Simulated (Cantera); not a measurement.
**Equilibrium for silicon etching in halogen gases: Si + HBr + N2**

Feed: 1 mol Si, a varied amount of HBr, 0.72 mol N2, equilibrated at 10.0 mbar.

These are equilibrium values from Cantera (NASA tables, ideal gas, pure condensed phases), not measurements of a reactor. Candidate condensed phases: Br2, Si, Si3N4; 28 gas species. N2 is the only nitrogen source here; it is nearly inert below about 1500 K, so the nitride shown seldom forms there in practice. Mutual solubility and eutectic melting of coexisting phases are not modelled. The tables' values for SiBr3 are old estimates. Equilibrium is a limit: real reactors are often held back by kinetics, nucleation or transport.

Stable condensed phases:

```
T in K \ n(HBr) in mol
         2.2 2.6 3.1 3.7 4.4 5.2 6.2 7.4 8.7  10  12  15
   1723    A   B   C   C   C   C   C   C   C   C   C   C
   1623    D   D   C   C   C   C   C   C   C   C   C   C
   1523    D   D   D   D   C   C   C   C   C   C   C   C
   1423    D   D   D   D   D   D   C   C   C   C   C   C
   1323    D   D   D   D   D   D   D   D   C   C   C   C
   1223    D   D   D   D   D   D   D   D   D   C   C   C
   1123    D   D   D   D   D   D   D   D   D   D   C   C
   1023    D   D   D   D   D   D   D   D   D   D   C   C
    923    D   D   D   D   D   D   D   D   D   C   C   C
    823    D   D   D   D   D   D   D   D   D   C   C   C
```

A: Si + Si3N4; B: Si; C: gas only; D: Si3N4.
